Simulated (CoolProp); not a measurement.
Sulfur hexafluoride along the isotherm 351.6 K: Z from the reference equation and from simpler models built on Tc = 318.7 K, pc = 3.755 MPa, ω = 0.210; each cubic takes its own stable root.

Computed with CoolProp (reference Helmholtz-energy equation of state, Guder 2009).

| p (MPa) | phase | reference |
|---|---|---|
| 0.626 | gas | 0.9589 |
| 1.25 | gas | 0.9159 |
| 1.88 | gas | 0.8699 |
| 2.5 | gas | 0.8218 |
| 3.13 | gas | 0.7693 |
| 3.75 | gas | 0.7135 |
| 4.38 | supercritical | 0.6519 |
| 5.01 | supercritical | 0.5856 |
| 5.63 | supercritical | 0.5193 |
| 6.26 | supercritical | 0.4629 |
| 6.88 | supercritical | 0.4307 |
| 7.51 | supercritical | 0.4196 |
| 8.14 | supercritical | 0.4211 |
| 8.76 | supercritical | 0.4291 |
| 9.39 | supercritical | 0.4409 |

**Question.** How far does each simpler model (Redlich-Kwong, Soave-Redlich-Kwong, Peng-Robinson) lie from the reference over these 15 states: mean and median of the absolute difference, and the worst?

**Answer.** 
- Redlich-Kwong: mean 3.0 %, median 2.6 %, worst +5.7 % at 351.6 K and 9.39 MPa
- Soave-Redlich-Kwong: mean 5.0 %, median 2.2 %, worst +12.2 % at 351.6 K and 8.14 MPa
- Peng-Robinson: mean 2.6 %, median 3.0 %, worst +4.1 % at 351.6 K and 7.51 MPa
